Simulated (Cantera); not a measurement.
Input: 1 mol SiH4, 1.9 mol NH3, equilibrated at 18.0 Torr.

Equilibrium computed with Cantera from the NASA thermochemical tables; the gas is ideal and each condensed phase is pure. Candidate condensed phases: Si, Si3N4; 18 gas species. Mutual solubility and eutectic melting of coexisting phases are not modelled. The tables' values for SiN are old estimates; treat these amounts as uncertain. Gases not in the tables: Si2H6 and higher silanes. The numbers say what is thermodynamically allowed, not how fast it happens.

log p: log10 of the partial pressure in bar; n: condensed amount in mol.

| T (K) | log p H2 | log p N2 | log p H | log p Si | n Si3N4(s) | n Si(l) |
|---|---|---|---|---|---|---|
| 1025 | -1.64 | -2.88 | -9.18 | <-13 | 0.333 | 0 |
| 1100 | -1.64 | -2.88 | -8.41 | <-13 | 0.333 | 0 |
| 1175 | -1.64 | -2.88 | ? | <-13 | 0.333 | 0 |
| 1250 | -1.64 | -2.88 | -7.14 | <-13 | 0.333 | 0 |
| 1325 | -1.64 | -2.88 | -6.61 | -12.12 | 0.333 | 0 |
| 1400 | -1.64 | -2.88 | -6.14 | -10.66 | 0.333 | 0 |
| 1475 | -1.64 | -2.88 | -5.71 | -9.35 | 0.333 | 0 |
| 1550 | -1.64 | -2.88 | ? | ? | 0.333 | 0 |
| 1625 | -1.64 | -2.88 | -4.97 | -7.10 | 0.333 | 0 |
| 1700 | -1.65 | -2.81 | -4.66 | -6.17 | 0.306 | 0.0807 |
| 1775 | -1.70 | -2.41 | -4.39 | -5.66 | 0 | 0.999 |
| 1850 | -1.70 | -2.41 | -4.12 | -5.19 | 0 | 0.998 |
| 1925 | -1.70 | -2.41 | -3.87 | -4.76 | 0 | 0.995 |

### Question
Fill in the missing entries.

### Answer

- 1175, log p H: -7.73
- 1550, log p H: -5.32
- 1550, log p Si: -8.17
